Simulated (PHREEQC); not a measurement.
A PHREEQC speciation (ion-association model, phreeqc.dat) at 25 °C gives pH 9.21 and these molalities:

| species | mol/kgw |
|---|---|
| NH4+ | 0.00864 |
| HCO3- | 0.00716 |
| NH3 | 0.00716 |
| CO3-2 | 0.000728 |
| OH- | 1.82e-5 |
| CO2 | 9.00e-6 |

Problem. What are the element totals, and what could have been dissolved in 1 kg of water to give them?

Solution. One answer among several that fit: totals C(4) 0.00790, N(-3) 0.0158 mol/kgw, from 7.9 mmol/kgw (NH4)2CO3.

No solid was allowed to form. Species that the database lacks are ignored.
